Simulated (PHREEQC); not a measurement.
Make-up at 25 °C: 0.0062 mol NH4HF2, 0.00032 mol (NH4)2SiF6 and 0.034 mol H2SO4 per kg of water. Closed to the air; pH follows from the charge balance.

Computed with PHREEQC (ion-association model, phreeqc.dat).

This is a speciation only: nothing precipitates in the calculation.

**Question.** Order these F species by the share of F that they hold, largest first: F-, SiF6-2, HF, HF2-.

**Answer.** HF (84 %), SiF6-2 (13 %), F- (2.1 %), HF2- (0.19 %)

The pH is 1.47 and the ionic strength 0.0592 mol/kgw. Species that the database lacks are ignored. SiF6-2 is the database's only silicon fluoride.
